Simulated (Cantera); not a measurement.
What does this Cantera script print?

```python
import numpy as np
import cantera as ct

gas_names = """
    H H2 H2S N NH NH2 NH3 N2 N2H2 N2H4 Pb PbS Pb2 S SH SN S2 S8
""".split()
cond_names = """
    Pb(cr) Pb(L) PbS(s) PbS(L) S(cr1) S(cr2) S(L)
""".split()


# ... load() reads the species with a 1 bar reference pressure and builds the phases ...
atoms = {
    'PbS': {'Pb': 1, 'S': 1},
    'H2': {'H': 2},
    'N2': {'N': 2},
}
top_T = {}  # K; cautious upper limits of use, not melting points


# ... equilibrate(T, P, feed) seeds the gas with the atoms and calls Mixture.equilibrate('TP', solver="vcs", rtol=1e-11, max_steps=5000) ...
results = []
feed = {'PbS': 1, 'H2': 80, 'N2': 0.38}  # mol
T = 923.15  # K
P = 101325  # Pa
mix = equilibrate(T, P, feed)
results.append((T, P, feed, dict(zip(mix.species_names, mix.species_moles))))
print(gas.report(threshold=0.001))
for i in range(1, mix.n_phases):
    print(f"{mix.phase(i).name:16s} {mix.phase_moles(i):12.5e} mol")
```

Output:

```
       temperature   923.15 K
          pressure   1.0132e+05 Pa
           density   0.031735 kg/m^3
  mean mol. weight   2.4039 kg/kmol
   phase of matter   gas

                          1 kg             1 kmol
                     ---------------   ---------------
          enthalpy        7.5944e+06        1.8256e+07  J
   internal energy        4.4015e+06        1.0581e+07  J
           entropy             68787        1.6536e+05  J/K
    Gibbs function       -5.5907e+07        -1.344e+08  J
 heat capacity c_p             12551             30173  J/K
 heat capacity c_v            9092.7             21858  J/K

                      mass frac. Y      mole frac. X     chem. pot. / RT
                     ---------------   ---------------   ---------------
                H2           0.82777           0.98705            -17.31
               H2S           0.11588         0.0081749           -34.217
                N2          0.054695         0.0046935           -30.008
     [  +15 minor]         0.0016595        8.0802e-05

Pb(L)             6.56858e-01 mol
PbS(s)            3.42168e-01 mol
S(L)              0.00000e+00 mol
```

Cantera equilibrium calculation (NASA polynomials, part measured and part estimated; ideal gas, pure solids and liquids).
